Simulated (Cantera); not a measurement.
Input (Python, Cantera) and output of one run.

```python
import numpy as np
import cantera as ct

gas_names = """
    CL CL2 H HCL H2 Si SiCL SiCL2 SiCL3 SiCL4 SiH SiHCL3 SiH2 SiH2CL2 SiH3 SiH3CL SiH4 Si2 Si3
""".split()
cond_names = """
    Si(cr) Si(L)
""".split()


# ... load() reads the species with a 1 bar reference pressure and builds the phases ...
atoms = {
    'SiH4': {'Si': 1, 'H': 4},
    'HCl': {'H': 1, 'CL': 1},
    'H2': {'H': 2},
}
top_T = {}  # K; cautious upper limits of use, not melting points


# ... equilibrate(T, P, feed) seeds the gas with the atoms and calls Mixture.equilibrate('TP', solver="vcs", rtol=1e-11, max_steps=5000) ...
results = []
feed = {'SiH4': 1, 'HCl': 0.023, 'H2': 1800}  # mol
P = 1600  # Pa
for T in [1125, 1225, 1325, 1425, 1525, 1625, 1725, 1825, 1925, 2025, 2125, 2225]:
    mix = equilibrate(T, P, feed)
    results.append((T, P, feed, dict(zip(mix.species_names, mix.species_moles))))
    x = sorted(zip(gas.X, gas.species_names), reverse=True)
    print(f"T = {T:g} K  P = {P:g} Pa  gas = {mix.phase_moles(0):.4g} mol")
    print("   x: " + "  ".join(f"{s} {v:.3e}" for v, s in x if v > 0.0001))
    print("   condensed (mol): " + ("  ".join(f"{mix.phase(i).name} {mix.phase_moles(i):.4g}"
          for i in range(1, mix.n_phases) if mix.phase_moles(i) > 1e-12) or "none"))
```

Output:

```
T = 1125 K  P = 1600 Pa  gas = 1802 mol
   x: H2 1.000e+00
   condensed (mol): Si(cr) 1
T = 1225 K  P = 1600 Pa  gas = 1802 mol
   x: H2 1.000e+00
   condensed (mol): Si(cr) 0.9999
T = 1325 K  P = 1600 Pa  gas = 1802 mol
   x: H2 1.000e+00
   condensed (mol): Si(cr) 0.9997
T = 1425 K  P = 1600 Pa  gas = 1802 mol
   x: H2 9.999e-01
   condensed (mol): Si(cr) 0.9987
T = 1525 K  P = 1600 Pa  gas = 1802 mol
   x: H2 9.998e-01  H 1.870e-04
   condensed (mol): Si(cr) 0.9933
T = 1625 K  P = 1600 Pa  gas = 1803 mol
   x: H2 9.994e-01  H 5.576e-04
   condensed (mol): Si(cr) 0.9649
T = 1725 K  P = 1600 Pa  gas = 1803 mol
   x: H2 9.984e-01  H 1.467e-03
   condensed (mol): Si(L) 0.8323
T = 1825 K  P = 1600 Pa  gas = 1806 mol
   x: H2 9.962e-01  H 3.475e-03  Si 2.842e-04
   condensed (mol): Si(L) 0.3447
T = 1925 K  P = 1600 Pa  gas = 1810 mol
   x: H2 9.919e-01  H 7.527e-03  Si 4.709e-04
   condensed (mol): none
T = 2025 K  P = 1600 Pa  gas = 1817 mol
   x: H2 9.843e-01  H 1.510e-02  Si 4.930e-04
   condensed (mol): none
T = 2125 K  P = 1600 Pa  gas = 1829 mol
   x: H2 9.711e-01  H 2.829e-02  Si 5.044e-04
   condensed (mol): none
T = 2225 K  P = 1600 Pa  gas = 1849 mol
   x: H2 9.495e-01  H 4.990e-02  Si 5.085e-04
   condensed (mol): none
```

These are equilibrium values from Cantera (NASA tables, ideal gas, pure condensed phases), not measurements of a reactor. Gases not in the tables: Si2H6 and higher silanes.
